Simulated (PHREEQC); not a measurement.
0.58 g of hydrous ferric oxide (600 m²/g; 0.2 weak and 0.005 strong sites per Fe, Dzombak-Morel constants, diffuse double layer) in 1 kg of water with 0.3 mol/kgw of an inert sodium salt and 3.7e-05 mol MnCl2, at 25 °C; the pH is set by adding NaOH or the inert anion's acid. No oxygen is let in. CO2 from the air is kept out. No solid was allowed to form.

The series has 17 steps of pH, from 3 to 9.

The numbers come from PHREEQC with the ion-association model, wateq4f.dat.

Problem. Near which pH is half of the Mn sorbed, and on which side is more sorbed?

Solution. Near pH 6.8, with more sorbed at higher pH.

Species that the database lacks are ignored. The oxide is taken as insoluble; below pH 4 it would dissolve.
